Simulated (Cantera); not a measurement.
Input: 1 mol SiO2, 1200 mol H2, held at 13300 Pa.

Method: chemical equilibrium by Gibbs-energy minimisation in Cantera with the NASA 1993 tables (ideal gas, pure condensed phases). Candidate condensed phases: H2O, Si, SiO2; 18 gas species. The tables hold silica as quartz up to 1696 K and as liquid above; real silica turns to tridymite and cristobalite and melts near 1996 K. Rates play no part.

Which condensed phases are stable at each of these points (T (K)): 1298, 1348, 1398, 1448, 1498, 1548, 1598, 1648, 1698, 1748?


| T (K) | condensed phases | Si condensed (%) |
|---|---|---|
| 1298 | SiO2(β-quartz) | 99.5 |
| 1348 | SiO2(β-quartz) | 98.8 |
| 1398 | SiO2(β-quartz) | 97.2 |
| 1448 | SiO2(β-quartz) | 93.8 |
| 1498 | SiO2(β-quartz) | 86.8 |
| 1548 | SiO2(β-quartz) | 73.4 |
| 1598 | SiO2(β-quartz) | 48.7 |
| 1648 | SiO2(β-quartz) | 5.1 |
| 1698 | gas only | 0.0 |
| 1748 | gas only | 0.0 |

From 1298 K to 1648 K the condensed part is SiO2(β-quartz). From 1698 K to 1748 K nothing is condensed.
